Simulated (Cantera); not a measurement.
Charge: 1 mol SiH₄, 0.54 mol O₃, 140 mol N₂, equilibrated at 1.00 bar.

Equilibrium computed with Cantera from the NASA thermochemical tables; the gas is ideal and each condensed phase is pure. Candidate condensed phases: H₂O, Si, SiO₂, Si₂N₂O, Si₃N₄; 35 gas species. N₂ is the only nitrogen source here; it is nearly inert below about 1500 K, so the nitride shown seldom forms there in practice. Mutual solubility and eutectic melting of coexisting phases are not modelled. The tables hold silica as quartz up to 1696 K and as liquid above; real silica turns to tridymite and cristobalite and melts near 1996 K. Equilibrium is a limit: real reactors are often held back by kinetics, nucleation or transport.

Problem. Which condensed phases are stable at each of these points (T (K)): 750, 850, 950, 1050, 1150, 1250, 1350, 1450, 1550, 1650, 1750?

Solution. 
```csv
T (K),condensed phases,Si condensed (%)
750,SiO₂(α-quartz) + Si₂N₂O(s),100.0
850,SiO₂(β-quartz) + Si₂N₂O(s),100.0
950,SiO₂(β-quartz) + Si₂N₂O(s),100.0
1050,SiO₂(β-quartz) + Si₂N₂O(s),100.0
1150,SiO₂(β-quartz) + Si₂N₂O(s),100.0
1250,SiO₂(β-quartz) + Si₂N₂O(s),100.0
1350,SiO₂(β-quartz) + Si₂N₂O(s),100.0
1450,SiO₂(β-quartz) + Si₂N₂O(s),100.0
1550,SiO₂(β-quartz) + Si₂N₂O(s),99.9
1650,SiO₂(β-quartz) + Si₂N₂O(s),98.8
1750,SiO₂(condensed) + Si₂N₂O(s),90.4
```

At 750 K the condensed part is SiO₂(α-quartz) + Si₂N₂O(s). From 850 K to 1650 K the condensed part is SiO₂(β-quartz) + Si₂N₂O(s). At 1750 K the condensed part is SiO₂(condensed) + Si₂N₂O(s).
